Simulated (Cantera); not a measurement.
Input (Python, Cantera):

```python
import numpy as np
import cantera as ct

gas = ct.Solution("gri30.yaml", transport_model="multicomponent")
show = ['C2H2', 'CH3', 'OH']

rows = []
print(f"{'T/K':>7s}{'rho':>11s}{'cp':>10s}{'mu':>11s}{'lambda':>11s}{'Pr':>7s}" + "".join(f"{'D_' + s:>11s}" for s in show))
for T in [400, 650, 900, 1150, 1400, 1650, 1900, 2150]:
    gas.TPX = T, 390, {'N2': 0.85, 'N2O': 0.85}
    Pr = gas.cp_mass * gas.viscosity / gas.thermal_conductivity
    D = [gas.mix_diff_coeffs_mole[gas.species_index(s)] for s in show]
    rows.append([gas.density, gas.cp_mass, gas.viscosity, gas.thermal_conductivity, Pr, *D])
    print(f"{T:7g}{gas.density:11.4e}{gas.cp_mass:10.1f}{gas.viscosity:11.4e}"
          f"{gas.thermal_conductivity:11.4e}{Pr:7.3f}" + "".join(f"{d:11.4e}" for d in D))
print("SI units: kg/m3, J/kg/K, Pa s, W/m/K, m2/s")
```

Output:

```
    T/K        rho        cp         mu     lambda     Pr     D_C2H2      D_CH3       D_OH
    400 4.2231e-03    1000.0 2.0733e-05 2.8791e-02  0.720 6.2458e-03 8.5397e-03 1.1958e-02
    650 2.5989e-03    1110.2 3.0125e-05 4.6015e-02  0.727 1.4855e-02 2.0023e-02 2.7554e-02
    900 1.8770e-03    1195.6 3.7975e-05 6.2367e-02  0.728 2.6065e-02 3.4912e-02 4.7699e-02
   1150 1.4689e-03    1250.2 4.4911e-05 7.7172e-02  0.728 3.9542e-02 5.2789e-02 7.1869e-02
   1400 1.2066e-03    1289.5 5.1232e-05 9.0875e-02  0.727 5.5077e-02 7.3391e-02 9.9725e-02
   1650 1.0238e-03    1319.7 5.7106e-05 1.0376e-01  0.726 7.2525e-02 9.6533e-02 1.3102e-01
   1900 8.8908e-04    1342.6 6.2638e-05 1.1588e-01  0.726 9.1778e-02 1.2207e-01 1.6558e-01
   2150 7.8570e-04    1359.7 6.7898e-05 1.2731e-01  0.725 1.1275e-01 1.4990e-01 2.0323e-01
SI units: kg/m3, J/kg/K, Pa s, W/m/K, m2/s
```

Detailed kinetics in Cantera: GRI-Mech 3.0 (53 species, 325 reactions). The composition is frozen, though it would react at the higher temperatures.
